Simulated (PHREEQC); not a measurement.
1 kg of water holding 180 mmol/kgw NaHCO3, 10 mmol/kgw KCl, 8.4 mmol/kgw NaCl and 180 mmol/kgw Na2CO3 is evaporated at 25 °C; the solids stay in contact with the brine. CO2 from the air is kept out. Solids allowed: Halite, Kalicinite, Nahcolite, Natron, Sylvite, Trona. Others were left out.

The series has 25 steps of water left (kg), from 1 to 0.002601.

The numbers come from PHREEQC with the Pitzer model, pitzer.dat.

**Question.** Which solids form, in which order, and at which step of the series does each first stand?

**Answer.** Nahcolite from water left = 0.1711 kg (pH 9.41); Trona from water left = 0.07753 kg (pH 9.79); Sylvite from water left = 0.002601 kg (pH 9.60).

Complexes and solids missing from the database can't appear.
